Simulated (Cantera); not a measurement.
A perfectly stirred reactor is fed with 58.5 % CH4, 41.5 % H2O, at 158 Torr; it is held at 1825 K, and followed from long to short residence time.

Computed with Cantera and GRI-Mech 3.0 (53 species, 325 reactions). GRI-Mech 3.0 stops at C3 and has no aromatics, soot or wall deposition, so with more carbon than oxygen in the feed, carbon stays in small species such as C2H2 where larger ones or solid carbon would form.

Predict: x(CH4) at τ = 1.70 s; x(H2O) at τ = 1.70 s; x(CH2O) at τ = 1.70 s; x(CH3) at τ = 1.70 s; x(CH4) at τ = 77.0 ms; x(H2O) at τ = 77.0 ms; x(CH2O) at τ = 77.0 ms; x(CH3) at τ = 77.0 ms.


```
Item                       Value
----------------------  --------
x(CH4) at τ = 1.70 s      0.0150
x(H2O) at τ = 1.70 s      0.0552
x(CH2O) at τ = 1.70 s    2.16e-7
x(CH3) at τ = 1.70 s    0.000340
x(CH4) at τ = 77.0 ms     0.0609
x(H2O) at τ = 77.0 ms      0.204
x(CH2O) at τ = 77.0 ms   3.39e-6
x(CH3) at τ = 77.0 ms    0.00137
```
